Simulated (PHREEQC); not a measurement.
Make-up at 25 °C: 0.039 mol HF, 0.00028 mol NH4F, 0.06 mol (NH4)2SiF6 and 0.15 mol HCl per kg of water. Closed to the air; pH follows from the charge balance.

Computed with PHREEQC (ion-association model, wateq4f.dat).

Precipitation was switched off in this run.

Q: What pH, activity of water does the model give?

A: pH 0.93; activity of water 0.991.

Q: In which forms is F present?

A: SiF6-2 90 %, HF 8.2 %, H2F2 1.5 % of the F.

SiF6-2 is the database's only silicon fluoride.
